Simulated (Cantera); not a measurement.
An adiabatic, constant-pressure homogeneous reactor starts with CH₄ : C₂H₆ : O₂ : N₂ : H₂O : CO₂ = 1 : 0.1 : 1.96 : 7.36 : 0.72 : 0.47 (molar parts), at 1373 K and 2780 Torr.

Computed with Cantera and GRI-Mech 3.0 (53 species, 325 reactions).

Task: Predict: time of steepest temperature rise; temperature at 0.400 s; equilibrium temperature; x(O₂) at 0.400 s; x(O) at 0.400 s; x(H₂O) at 0.400 s.

Result: 
```
Property                                                              Result
---------------------------------  -----------------------------------------
time of steepest temperature rise                                   0.476 ms
temperature at 0.400 s                                                2658 K
equilibrium temperature                                               2658 K
x(O₂) at 0.400 s                     0.00378 (gas-phase equilibrium 0.00378)
x(O) at 0.400 s                    0.000971 (gas-phase equilibrium 0.000971)
x(H₂O) at 0.400 s                        0.218 (gas-phase equilibrium 0.218)
```
